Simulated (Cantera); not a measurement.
Charge: 1 mol Si, 0.0068 mol O₂, 320 mol H₂, a varied amount of H₂O, equilibrated at 2223.15 K and 6.10e-5 bar.

Method: chemical equilibrium by Gibbs-energy minimisation in Cantera with the NASA 1993 tables (ideal gas, pure condensed phases). Candidate condensed phases: H₂O, Si, SiO₂; 18 gas species. The numbers say what is thermodynamically allowed, not how fast it happens.

log p: log10 of the partial pressure in bar; nothing condenses.

| n(H₂O) (mol) | log p H | log p H₂ | log p SiO | log p H₂O | log p Si | log p OH |
|---|---|---|---|---|---|---|
| 0.48 | -4.47 | -4.56 | -7.17 | … | -7.16 | -12.05 |
| 0.71 | -4.47 | -4.56 | -7.00 | … | -7.42 | -11.62 |
| 0.94 | -4.47 | -4.56 | -6.88 | … | -8.19 | -10.73 |
| 1.2 | -4.47 | -4.56 | -6.86 | … | -10.49 | -8.41 |
| 1.4 | -4.47 | -4.56 | -6.86 | … | -10.78 | -8.12 |
| 1.6 | -4.48 | -4.56 | -6.86 | … | -10.95 | -7.95 |
| 1.9 | -4.48 | -4.56 | -6.86 | … | -11.12 | -7.78 |
| 2.1 | -4.48 | -4.56 | -6.86 | … | -11.21 | -7.69 |
| 2.3 | -4.48 | -4.56 | -6.86 | … | -11.28 | -7.62 |

Problem. Fill in the missing entries.

Solution. 
- 0.48, log p H₂O: -11.30
- 0.71, log p H₂O: -10.87
- 0.94, log p H₂O: -9.98
- 1.2, log p H₂O: -7.66
- 1.4, log p H₂O: -7.37
- 1.6, log p H₂O: -7.20
- 1.9, log p H₂O: -7.03
- 2.1, log p H₂O: -6.94
- 2.3, log p H₂O: -6.87
